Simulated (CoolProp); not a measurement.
The fluid at 321.31 K and 0.474 MPa flows at 1.6 m/s in a round tube of 10 mm bore and 15 µm roughness, fully developed (64/Re and Nu = 3.66 if laminar; Colebrook and Gnielinski if turbulent). The same conditions are run with several fluids, on thermodynamics alone (safety and materials aside).

The numbers come from the reference Helmholtz-energy equation of state of each fluid (n-pentane: Thol 2019; toluene: Lemmon 2006; R123: Younglove 1994; R11: Jacobsen 1992; benzene: Thol 2012) in CoolProp.

Task: Rank n-pentane, toluene, R123, R11, benzene by Reynolds number, highest first.

Result: R123 (69400), n-pentane (66700), R11 (65200), toluene (31400), benzene (30200)

```json
[
 {"fluid": "n-pentane", "Darcy friction factor": "0.0246", "pressure drop (Pa/m)": "1880", "heat-transfer coefficient (W/(m² K))": "3750", "mass flow (kg/h)": "270"},
 {"fluid": "toluene", "Darcy friction factor": "0.0269", "pressure drop (Pa/m)": "2890", "heat-transfer coefficient (W/(m² K))": "2850", "mass flow (kg/h)": "380"},
 {"fluid": "R123", "Darcy friction factor": "0.0245", "pressure drop (Pa/m)": "4400", "heat-transfer coefficient (W/(m² K))": "3080", "mass flow (kg/h)": "635"},
 {"fluid": "R11", "Darcy friction factor": "0.0246", "pressure drop (Pa/m)": "4480", "heat-transfer coefficient (W/(m² K))": "3040", "mass flow (kg/h)": "643"},
 {"fluid": "benzene", "Darcy friction factor": "0.0270", "pressure drop (Pa/m)": "2940", "heat-transfer coefficient (W/(m² K))": "2940", "mass flow (kg/h)": "384"}
]
```

Transport values come from each fluid's own correlations; those of n-pentane, R11 are estimates that may be off by 10 % or more.
